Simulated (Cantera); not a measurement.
A freely propagating, adiabatic, planar premixed flame of H2 : O2 : N2 = 1 : 0.227 : 1.09 (molar parts), unburnt at 475 K and 10.0 bar; mixture-averaged transport, grid criteria slope 0.08 and curve 0.16, no radiation.

Cantera simulation using the H2/O2 subset of GRI-Mech 3.0, which has no nitrogen chemistry; the numbers are that mechanism's predictions, not measurements. The hydrogen kinetics of GRI-Mech 3.0 are dated; newer H2 mechanisms differ, most at raised pressure. Burning velocities carry a grid error of a few per cent, more on coarse grids.

Problem. How do the results move with these cheaper or finer settings: unity-Lewis-number transport; multicomponent transport; multicomponent+Soret transport; grid criteria slope 0.5, curve 1; grid criteria slope 0.25, curve 0.5; grid criteria slope 0.03, curve 0.06?

Solution. 
| setting | laminar burning velocity | thermal thickness | peak x(O) | peak x(H2O2) | grid points |
|---|---|---|---|---|---|
| as above | 357 cm/s | 0.0260 mm | 0.000721 | 0.000133 | 115 |
| unity-Lewis-number transport | 228 cm/s | 0.0294 mm | 0.000496 | 7.85e-5 | 105 |
| multicomponent transport | 351 cm/s | 0.0261 mm | 0.000702 | 0.000132 | 115 |
| multicomponent+Soret transport | 337 cm/s | 0.0251 mm | 0.000717 | 0.000145 | 119 |
| grid criteria slope 0.5, curve 1 | 417 cm/s | 0.0342 mm | 0.000734 | 0.000149 | 34 |
| grid criteria slope 0.25, curve 0.5 | 362 cm/s | 0.0281 mm | 0.000705 | 0.000134 | 55 |
| grid criteria slope 0.03, curve 0.06 | 348 cm/s | 0.0255 mm | 0.000699 | 0.000132 | 256 |
Unity Lewis numbers drop preferential diffusion, which matters most where H2 and H carry the flame; Soret adds thermal diffusion.
